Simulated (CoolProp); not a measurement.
Vapour-liquid equilibrium of methane (1) + ethane (2) at 3.25 bar; x and y are mole fractions of (1).

Computed with CoolProp (multi-fluid Helmholtz-energy mixture model, Setzmann 1991 and Bücker 2006; pair parameters Kunz 2012).

```json
[
 {"x": "0.05", "bubble temperature, mixture model (K)": "188.6", "bubble temperature, Raoult's law (K)": "187.8", "y, mixture model": "0.611", "y, Raoult's law": "0.649"},
 {"x": "0.2", "bubble temperature, mixture model (K)": "156.6", "bubble temperature, Raoult's law (K)": "159.2", "y, mixture model": "0.953", "y, Raoult's law": "0.950"},
 {"x": "0.35", "bubble temperature, mixture model (K)": "144.8", "bubble temperature, Raoult's law (K)": "147.2", "y, mixture model": "0.985", "y, Raoult's law": "0.985"},
 {"x": "0.5", "bubble temperature, mixture model (K)": "138.6", "bubble temperature, Raoult's law (K)": "140.1", "y, mixture model": "0.993", "y, Raoult's law": "0.994"},
 {"x": "0.65", "bubble temperature, mixture model (K)": "134.5", "bubble temperature, Raoult's law (K)": "135.3", "y, mixture model": "0.997", "y, Raoult's law": "0.997"},
 {"x": "0.8", "bubble temperature, mixture model (K)": "131.5", "bubble temperature, Raoult's law (K)": "131.7", "y, mixture model": "0.998", "y, Raoult's law": "0.999"},
 {"x": "0.95", "bubble temperature, mixture model (K)": "128.9", "bubble temperature, Raoult's law (K)": "128.8", "y, mixture model": "1.000", "y, Raoult's law": "1.000"}
]
```

The largest gap from Raoult's law is -2.6 K in bubble temperature, at x = 0.2. No azeotrope shows between x = 0.05 and 0.95.

Pair parameters are fitted to limited data, so mixtures are less certain than the pure fluids. The gap from Raoult's law changes sign with composition, which may be real or a fault of the pair parameters; it wasn't checked against measurements.
